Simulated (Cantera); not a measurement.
Fe(CO)5 + CO + N2 (iron carbonyl, mercury and lead vapours)

Feed: 1 mol Fe(CO)5, 0.62 mol CO, 31 mol N2, at 13300 Pa.

Cantera equilibrium calculation (NASA polynomials, part measured and part estimated; ideal gas, pure solids and liquids). Candidate condensed phases: C, Fe, Fe(CO)5, FeO, Fe2O3, Fe3O4; 27 gas species. Condensed phases not in the tables: cementite and carbon dissolved in iron. Rates play no part.

```
T (K)   x N2   x CO     x CO2      x Fe  n C(graphite)  n Fe(α)  n Fe(γ)
-----  -----  -----  --------  --------  -------------  -------  -------
873    0.864  0.116    0.0203    <1e-12          0.730     1.00        0
923    0.853  0.139   0.00807    <1e-12          0.293     1.00        0
973    0.849  0.148   0.00293    <1e-12          0.107     1.00        0
1023   0.847  0.151   0.00109    <1e-12         0.0400     1.00        0
1073   0.847  0.153  0.000438  3.11e-12         0.0160     1.00        0
1123   0.847  0.153  0.000189  2.34e-11        0.00691     1.00        0
1173   0.847  0.153   8.74e-5  1.47e-10        0.00320     1.00        0
1223   0.847  0.153   4.32e-5  7.93e-10        0.00158        0     1.00
1273   0.847  0.153   2.26e-5   3.73e-9       0.000826        0     1.00
```
x: gas mole fraction; n: condensed amount in mol.

From 873 K to 1173 K the condensed part is C(graphite) + Fe(α). From 1223 K to 1273 K the condensed part is C(graphite) + Fe(γ).
